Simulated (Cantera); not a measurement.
Feed: 1 mol AlN, 0.67 mol H2O, 0.72 mol N2, equilibrated at 1748.15 K and 5.48 Torr.

Equilibrium computed with Cantera from the NASA thermochemical tables; the gas is ideal and each condensed phase is pure. Candidate condensed phases: Al, AlN, Al2O3, H2O; 35 gas species. Mutual solubility and eutectic melting of coexisting phases are not modelled. Kinetics and transport are ignored.

Base state: N2 0.584, H2 0.414, H 0.00172, Al 0.000180, Al2O 3.85e-5 (mole fractions); condensed: AlN(s) + Al2O3(s).

What changes in the equilibrium state with this change: pressure from 5.48 Torr to 62.3 Torr?


| species | before | after |
|---|---|---|
| N2 | 0.584 | 0.585 |
| H2 | 0.414 | 0.415 |
| H | 0.00172 | 0.000512 |
| Al | 0.000180 | 4.68e-6 |
| Al2O | 3.85e-5 | 6.69e-7 |
| H2O | 4.72e-6 | 1.06e-5 |
| AlN(s), mol | 0.553 | 0.553 |
| Al2O3(s), mol | 0.223 | 0.223 |
